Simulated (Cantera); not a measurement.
An adiabatic, constant-pressure homogeneous reactor starts with 18.9 % CH₄, 1.42 % CO, 16.7 % O₂, 62.9 % N₂, at 1375 K and 0.326 atm.

Model: GRI-Mech 3.0 (53 species, 325 reactions), integrated in Cantera.

### Question
Predict: time of steepest temperature rise; temperature at 1.00 s; equilibrium temperature; x(CO) at 1.00 s; x(O₂) at 1.00 s; x(O) at 1.00 s.

### Answer
```
Item                                                                Result
---------------------------------  ---------------------------------------
time of steepest temperature rise                                  16.9 ms
temperature at 1.00 s                                               2258 K
equilibrium temperature                                             2258 K
x(CO) at 1.00 s                        0.153 (gas-phase equilibrium 0.153)
x(O₂) at 1.00 s                    2.17e-6 (gas-phase equilibrium 2.17e-6)
x(O) at 1.00 s                     9.97e-6 (gas-phase equilibrium 9.97e-6)
```
